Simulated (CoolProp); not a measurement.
Vapour-liquid equilibrium of ethylbenzene (1) + m-xylene (2) at 0.000548 MPa; x and y are mole fractions of (1).

Model: multi-fluid Helmholtz-energy mixture model, Zhou 2012 and Zhou 2012; pair parameters Bell 2016, in CoolProp.

| x | bubble temperature, mixture model (°C) | bubble temperature, Raoult's law (°C) | y, mixture model | y, Raoult's law |
|---|---|---|---|---|
| 0.05 | 13.1 | 13.1 | 0.059 | 0.057 |
| 0.125 | 12.9 | 13.0 | 0.145 | 0.141 |
| 0.2 | 12.7 | 12.8 | 0.228 | 0.224 |
| 0.275 | 12.5 | 12.6 | 0.308 | 0.304 |
| 0.35 | 12.3 | 12.4 | 0.386 | 0.383 |
| 0.425 | 12.1 | 12.3 | 0.462 | 0.460 |
| 0.5 | 11.9 | 12.1 | 0.536 | 0.536 |
| 0.575 | 11.8 | 11.9 | 0.608 | 0.610 |
| 0.65 | 11.6 | 11.8 | 0.679 | 0.682 |
| 0.725 | 11.5 | 11.6 | 0.749 | 0.753 |
| 0.8 | 11.3 | 11.4 | 0.818 | 0.822 |
| 0.875 | 11.2 | 11.3 | 0.887 | 0.890 |
| 0.95 | 11.1 | 11.1 | 0.955 | 0.956 |

The largest gap from Raoult's law is -0.2 K in bubble temperature, at x = 0.5. No azeotrope shows between x = 0.05 and 0.95.

Pair parameters are fitted to limited data, so mixtures are less certain than the pure fluids.
